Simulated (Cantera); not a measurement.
Feed: 1 mol SiC, 0.03 mol CO2, 6.8 mol H2, equilibrated at 0.825 Torr.

These are equilibrium values from Cantera (NASA tables, ideal gas, pure condensed phases), not measurements of a reactor. Candidate condensed phases: C, C6H6, C7H8, C8H18, H2O, Si, SiC, SiO2; 123 gas species. Gases not in the tables: Si2H6 and higher silanes. The numbers say what is thermodynamically allowed, not how fast it happens.

x: gas mole fraction; n: condensed amount in mol.

| T (°C) | x H2 | x H | x Si | x CO | x SiO | x C2H2 (acetylene) | x SiC2 | n SiC(s) | n C(graphite) |
|---|---|---|---|---|---|---|---|---|---|
| 1177 | 0.991 | 0.000284 | 2.42e-7 | 0.00656 | 0.00219 | 2.29e-8 | 1.29e-12 | 0.985 | 0 |
| 1227 | 0.991 | 0.000528 | 9.09e-7 | 0.00656 | 0.00219 | 5.26e-8 | 9.34e-12 | 0.985 | 0 |
| 1277 | 0.990 | 0.000945 | 3.13e-6 | 0.00656 | 0.00218 | 1.15e-7 | 5.96e-11 | 0.985 | 0 |
| 1327 | 0.990 | 0.00163 | 9.97e-6 | 0.00656 | 0.00218 | 2.38e-7 | 3.39e-10 | 0.985 | 0 |
| 1377 | 0.989 | ___ | ___ | 0.00657 | 0.00217 | ___ | ___ | 0.985 | 0 |
| 1427 | 0.987 | 0.00441 | 8.15e-5 | 0.00659 | 0.00214 | 9.13e-7 | 8.06e-9 | 0.985 | 0 |
| 1477 | 0.984 | 0.00696 | 0.000209 | 0.00665 | 0.00207 | 1.74e-6 | 3.48e-8 | 0.984 | 0 |
| 1527 | 0.980 | 0.0107 | 0.000496 | 0.00678 | 0.00191 | 3.38e-6 | 1.42e-7 | 0.983 | 0 |
| 1577 | 0.974 | 0.0160 | 0.00106 | 0.00705 | 0.00162 | 7.10e-6 | 5.70e-7 | 0.981 | 0 |
| 1627 | 0.966 | ___ | ___ | 0.00748 | ___ | ___ | ___ | 0.977 | 0 |
| 1677 | 0.954 | 0.0338 | 0.00301 | 0.00795 | 0.000618 | 5.55e-5 | 1.04e-5 | 0.973 | 0 |
| 1727 | 0.940 | 0.0475 | 0.00399 | 0.00824 | 0.000260 | 0.000213 | 4.88e-5 | 0.967 | 0 |
| 1777 | 0.919 | 0.0656 | 0.00534 | 0.00829 | 0.000116 | 0.000729 | 0.000207 | 0.956 | 0 |
| 1827 | 0.891 | 0.0887 | 0.00946 | 0.00817 | 9.49e-5 | 0.00129 | 0.000609 | 0.919 | 0.0210 |

**Question.** What belongs in the gaps?

**Answer.** 
- 1627, x H: 0.0235
- 1627, x Si: 0.00195
- 1627, x SiO: 0.00115
- 1627, x C2H2 (acetylene): 1.75e-5
- 1627, x SiC2: 2.35e-6
- 1377, x H: 0.00272
- 1377, x Si: 2.95e-5
- 1377, x C2H2 (acetylene): 4.73e-7
- 1377, x SiC2: 1.73e-9
